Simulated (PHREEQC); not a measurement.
**Copper plating or etch bath**

Consider water at 25 °C with 0.018 mol Cu(BF4)2 per kg of water. Closed to the air; pH follows from the charge balance.

Equilibrium calculation in PHREEQC: ion-association model, phreeqc.dat.

Each row changes one thing in this solution. This is a speciation only: nothing precipitates in the calculation.

```csv
case,pH,ionic strength (mol/kgw),BF4- (mol/kgw),HF (mol/kgw),F- (mol/kgw),BF3OH- (mol/kgw)
as made,2.79,0.0551,0.0319,0.00530,0.00276,0.00219
Cu(BF4)2 from 0.018 to 0.0018 mol/kgw,___,0.00634,0.00212,0.00263,0.00200,0.000296
temperature from 25 to 90 °C,___,0.0537,0.0279,0.0153,0.00350,0.00260
Cu(BF4)2 from 0.018 to 0.009 mol/kgw,___,0.0281,0.0150,0.00432,0.00254,0.00127
```

Task: Some entries are withheld; supply them.

Result: 
- Cu(BF4)2 from 0.018 to 0.0018 mol/kgw, pH: 3.02
- temperature from 25 to 90 °C, pH: 2.99
- Cu(BF4)2 from 0.018 to 0.009 mol/kgw, pH: 2.87

Complexes and solids missing from the database can't appear. At this temperature some constants are extrapolated from 25 °C, and those without enthalpy data are left unchanged. Real BF4- forms and hydrolyses slowly; the run takes it at equilibrium.
